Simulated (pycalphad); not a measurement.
CALPHAD calculation (pycalphad, COST 507 light-alloy database (1999)), 1 atm. These are 1990s assessments: newer ones move some temperatures and phases. Phase fractions are per mole of atoms. Kinetics are ignored, which matters at the lower temperatures.

### Question
Give the equilibrium state of Al-1.098Si-4.561Mg (wt.%) at 800 K.

### Answer
```
T = 800.00 K, P = 101325 Pa, N = 1 mol of atoms
G = -31567 J/mol, H = 13397 J/mol, S = 56.20 J/(mol K)  (SER reference)
chemical potentials (J/mol): Al -30376, Si -43702, Mg -51241
phase             fraction      x(Al)      x(Si)      x(Mg)
FCC_A1              0.9696     0.9686   0.000366     0.0311
MG2SI               0.0304       none     0.3333     0.6667
```

### Question
Give the equilibrium state of Al-1.098Si-4.561Mg (wt.%) at 400 K.

### Answer
```
T = 400.00 K, P = 101325 Pa, N = 1 mol of atoms
G = -12633 J/mol, H = 1999 J/mol, S = 36.58 J/(mol K)  (SER reference)
chemical potentials (J/mol): Al -11771, Si -58360, Mg -19172
phase             fraction      x(Al)      x(Si)      x(Mg)
FCC_A1              0.9399     0.9805   2.01e-12     0.0195
MG2SI               0.0315       none     0.3333     0.6667
ALMG_BETA           0.0286     0.6114       none     0.3886
```

Database names, with the compositions (at.%) that they take in these runs: MG2SI: Mg 67 Si 33; ALMG_BETA: Al 61 Mg 39. FCC_A1 is fcc. An entry "none" or "no" means that the model of the phase leaves that element out.
